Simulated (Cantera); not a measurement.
Mixture: CH4 : O2 : N2 = 1 : 2.22 : 10.7 (molar parts), equivalence ratio 0.90, at 1.00 atm, adiabatic and at constant volume. Ignition delay is the time to a rise of 400 K.

Cantera simulation using GRI-Mech 3.0 (53 species, 325 reactions); the numbers are that mechanism's predictions, not measurements.

### Question
Predict: delay at 1373 K; delay at 1448 K; delay at 1523 K; delay at 1598 K; delay at 1673 K; apparent activation energy between 1523 and 1673 K.

### Answer
```
Item                                                    Result
--------------------------------------------------  ----------
delay at 1373 K                                        5.32 ms
delay at 1448 K                                        2.25 ms
delay at 1523 K                                        1.04 ms
delay at 1598 K                                       0.524 ms
delay at 1673 K                                       0.287 ms
apparent activation energy between 1523 and 1673 K  180 kJ/mol
```
